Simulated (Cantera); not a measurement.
Feed: 1 mol H2S, 0.27 mol H2, at 1000 Pa.

Equilibrium computed with Cantera from the NASA thermochemical tables; the gas is ideal and each condensed phase is pure. Candidate condensed phases: S; 7 gas species. Gases not in the tables: S3 to S7. Rates play no part.

log p: log10 of the partial pressure in bar; nothing condenses.

| T (°C) | log p H2 | log p H2S | log p S2 | log p S | log p H | log p SH |
|---|---|---|---|---|---|---|
| 775 | -2.50 | -2.20 | -3.24 | -9.26 | -9.36 | -5.78 |
| 975 | (withheld) | (withheld) | (withheld) | (withheld) | (withheld) | (withheld) |
| 1175 | -2.20 | -2.85 | -2.64 | -5.98 | -6.14 | -4.31 |
| 1375 | -2.17 | -3.20 | -2.60 | -5.01 | -5.14 | -3.94 |
| 1575 | -2.17 | -3.50 | -2.59 | -4.26 | -4.36 | -3.68 |
| 1775 | -2.18 | (withheld) | -2.61 | (withheld) | (withheld) | (withheld) |
| 1975 | -2.21 | -4.04 | -2.68 | -3.21 | -3.24 | -3.38 |

**Question.** What belongs in the gaps?

**Answer.** 
- 975, log p H2: -2.29
- 975, log p H2S: -2.49
- 975, log p S2: -2.78
- 975, log p S: -7.31
- 975, log p H: -7.48
- 975, log p SH: -4.85
- 1775, log p H2S: -3.77
- 1775, log p S: -3.67
- 1775, log p H: -3.74
- 1775, log p SH: -3.49
